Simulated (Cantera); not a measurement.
**Gas activation for diamond growth**

A perfectly stirred reactor is fed with CH₄ : H₂ : H = 0.025 : 1 : 0.016 (molar parts), at 105 Torr; it is held at 2125 K, and followed from long to short residence time.

Detailed kinetics in Cantera: GRI-Mech 3.0 (53 species, 325 reactions). GRI-Mech 3.0 stops at C3 and has no aromatics, soot or wall deposition, so with more carbon than oxygen in the feed, carbon stays in small species such as C2H2 where larger ones or solid carbon would form.

| τ (s) | x CH₄ | x H₂ | x H | x CH₂ | x C₂H₆ | x C₂H₄ |
|---|---|---|---|---|---|---|
| 0.94 | 0.000617 | 0.978 | 0.00958 | 1.56e-6 | 5.71e-9 | 5.63e-6 |
| 0.32 | 0.00105 | 0.978 | 0.00949 | 2.58e-6 | 1.63e-8 | 5.88e-6 |
| 0.11 | 0.00179 | 0.978 | 0.00934 | 4.20e-6 | 4.66e-8 | 6.70e-6 |
| 0.035 | 0.00317 | 0.977 | 0.00912 | 6.89e-6 | 1.42e-7 | 9.42e-6 |
| 0.012 | 0.00529 | 0.976 | 0.00889 | 1.05e-5 | 3.84e-7 | 1.64e-5 |
| 0.0040 | 0.00850 | 0.974 | 0.00869 | 1.52e-5 | 9.65e-7 | 3.27e-5 |
| 0.0013 | 0.0124 | 0.972 | 0.00871 | 2.09e-5 | 2.06e-6 | 6.22e-5 |
| 0.00044 | 0.0157 | 0.970 | 0.00910 | 2.70e-5 | 3.43e-6 | 9.64e-5 |
x: mole fraction; the columns are a selection and need not sum to one.
